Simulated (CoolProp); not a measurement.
Vapour-liquid equilibrium of R125 (1) + R115 (2) at 0.0655 MPa; x and y are mole fractions of (1).

Computed with CoolProp (multi-fluid Helmholtz-energy mixture model, Lemmon 2005 and Lemmon 2016; pair parameters Bell 2016).

```
x      bubble temperature (K)  y at the bubble point  dew temperature at overall composition x (K)  liquid density (mol/L)
-----  ----------------------  ---------------------  --------------------------------------------  ----------------------
0.05                    222.7                  0.132                                         223.9                   10.34
0.125                   220.6                  0.273                                         222.8                   10.52
0.2                     219.1                  0.372                                         221.7                   10.69
0.275                   218.0                  0.446                                         220.5                   10.86
0.35                    217.2                  0.506                                         219.4                   11.03
0.425                   216.6             (withheld)                                         218.3              (withheld)
0.5                     216.2                  0.602                                         217.3              (withheld)
0.575                   215.9                  0.645                                         216.5                   11.59
0.65                    215.7                  0.688                                         215.9                   11.79
0.725                   215.6                  0.735                                         215.6                   12.01
0.8                     215.6             (withheld)                                         215.6                   12.23
0.875                   215.8                  0.851                                         215.9              (withheld)
0.95                    216.2                  0.932                                         216.3                   12.70
```

Problem. What belongs in the gaps?

Solution. 
- 0.425, y at the bubble point: 0.556
- 0.425, liquid density (mol/L): 11.21
- 0.5, liquid density (mol/L): 11.40
- 0.8, y at the bubble point: 0.788
- 0.875, liquid density (mol/L): 12.46

y crosses x between x = 0.725 and 0.8: the model has an azeotrope there.

Pair parameters are fitted to limited data, so mixtures are less certain than the pure fluids.
